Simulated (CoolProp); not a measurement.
Vapour-liquid equilibrium of toluene (1) + n-nonane (2) at 217.45 °C; x and y are mole fractions of (1).

The numbers come from the multi-fluid Helmholtz-energy mixture model, Lemmon 2006 and Lemmon 2006; pair parameters Bell 2016 in CoolProp.

```csv
x,bubble pressure (MPa),y at the bubble point,dew pressure at overall composition x (MPa),liquid density (mol/L)
0.05,0.4806,0.102,0.4636,4.302
0.2,0.5770,0.344,0.5160,4.583
0.35,0.6694,0.521,0.5797,4.903
0.5,0.7561,0.657,0.6574,5.272
0.65,0.8374,0.771,0.7511,5.705
0.8,0.9140,0.872,0.8594,6.220
0.95,0.9871,0.968,0.9737,6.841
```

No azeotrope shows between x = 0.05 and 0.95.

The pair parameters rest on a limited set of measurements; away from them the model extrapolates.
